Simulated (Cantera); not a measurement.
A closed system holds: 1 mol SiH4, 4.3 mol NH3, 2.5 mol H2, equilibrated at 1250 °C and 1.00 Torr.

Method: chemical equilibrium by Gibbs-energy minimisation in Cantera with the NASA 1993 tables (ideal gas, pure condensed phases). Candidate condensed phases: Si, Si3N4; 18 gas species. Kinetics and transport are ignored.

Base state: H2 0.880, N2 0.119, H 0.000595 (mole fractions); condensed: Si3N4(s).

Task: What changes in the equilibrium state with this change: pressure from 1.00 Torr to 0.0495 Torr?

Result: 
```json
[
 {"species": "H2", "before": "0.880", "after": "0.833"},
 {"species": "N2", "before": "0.119", "after": "0.164"},
 {"species": "H", "before": "0.000595", "after": "0.00260"},
 {"species": "Si", "before": "8.17e-6", "after": "0.000274"},
 {"species": "Si3N4(s), mol", "before": "0.333", "after": "0"},
 {"species": "Si(s), mol", "before": "0", "after": "0.996"}
]
```
